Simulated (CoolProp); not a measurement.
Properties of dimethyl carbonate along the isobar 18500 kPa (Tc = 283.9 °C, pc = 4909 kPa, ω = 0.346).

Model: reference Helmholtz-energy equation of state, Zhou 2011, in CoolProp.

```csv
T (°C),phase,density (kg/m³),expansivity (1/kK),fugacity coefficient
31.05,liquid,1072,1.141,0.0009825
57.65,liquid,1039,1.187,0.003060
84.35,liquid,1006,1.245,0.007766
110.95,liquid,972.7,1.316,0.01672
137.65,liquid,938.0,1.404,0.03176
164.25,liquid,902.4,1.511,0.05437
190.95,liquid,865.2,1.646,0.08582
217.55,liquid,826.3,1.818,0.1263
244.25,liquid,784.8,2.055,0.1758
270.85,liquid,740.0,2.389,0.2327
297.55,supercritical,690.1,2.863,0.2957
324.15,supercritical,634.5,3.463,0.3616
```
